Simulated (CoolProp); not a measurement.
Saturation properties of sulfur dioxide (Tc = 157.5 °C, pc = 78.87 bar, ω = 0.256).

Computed with CoolProp (reference Helmholtz-energy equation of state, Gao 2016).

```csv
T (°C),p (bar),vapour density (kg/m³),enthalpy of vaporisation (kJ/kg),surface tension (mN/m)
-36.45,0.2657,0.8746,412.2,33.7
-24.95,0.4957,1.565,402.5,31.5
-13.55,0.8630,2.627,392.7,29.2
-2.05,1.429,4.208,382.4,26.9
9.35,2.247,6.435,371.8,24.7
20.85,3.406,9.524,360.6,22.5
32.25,4.965,13.63,348.8,20.3
43.75,7.041,19.06,336.2,18.0
55.25,9.717,26.09,322.6,15.8
66.65,13.06,34.99,308.1,13.7
78.15,17.24,46.40,292.2,11.5
89.55,22.28,60.75,274.7,9.41
101.05,28.41,79.22,255.0,7.31
```

It boils at -10.0 °C under 1 atm.

Surface tension comes from a separate correlation (Mulero 2012).
